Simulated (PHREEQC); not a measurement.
Ultrapure water in contact with air or piping: an equilibrium model

Synthetic water in mg/L, 20 °C, pH 6.1, pe 13:

| constituent | mg/L |
|---|---|
| Na | 0.194 |
| K | 0.0988 |
| Ca | 0.285 |
| Mg | 0.0708 |
| Cl | 0.301 |
| S(6) as SO4 | 0.242 |
| Alkalinity as HCO3 | 1.05 |
| Cu(2) | 0.0263 |
| N(5) as NO3 | 0.000442 |
| Cd | 0.0406 |
| B | 7.96e-05 |
| Zn | 0.000478 |
| Pb | 0.00297 |

Valence states are taken as typed.

Computed with PHREEQC (ion-association model, phreeqc.dat).

This is a speciation only: nothing precipitates in the calculation.

Question: Predict the charge-balance error.

Answer: charge-balance error 2.9 %.

Question: In which forms is C present?

Answer: CO2 65 %, HCO3- 34 % of the C.
